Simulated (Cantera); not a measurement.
An isothermal plug-flow reactor at 898 K and 440000 Pa (inlet), inlet velocity 0.37 m/s, active area per volume 1600 1/m; feed CO : O₂ : N₂ : H₂O = 0.02 : 0.01 : 0.79 : 0.011 (molar parts), equivalence ratio 1.0.

Cantera simulation using Deutschmann's 1995 Pt surface mechanism with GRI-Mech 3.0 gas chemistry; the numbers are that mechanism's predictions, not measurements. Catalytic surfaces can have several steady states; this one follows from the mechanism file's or the stated starting coverage. Mass transfer to the wall is taken as infinitely fast.

One state of this run: x CO = <1e-12; x O₂ = 1.75e-10; x H₂O = 0.0134; x CO₂ = 0.0244; θ free Pt = 0.972; θ O* = 0.0255; θ OH* = 0.00255; θ CO* = <1e-12. x: gas mole fraction; θ: surface coverage.

Task: Which value of z (m) does it belong to?
A. 0.00018
B. 0.0057
C. 0.001
D. 0.00032

Result: B, 0.0057
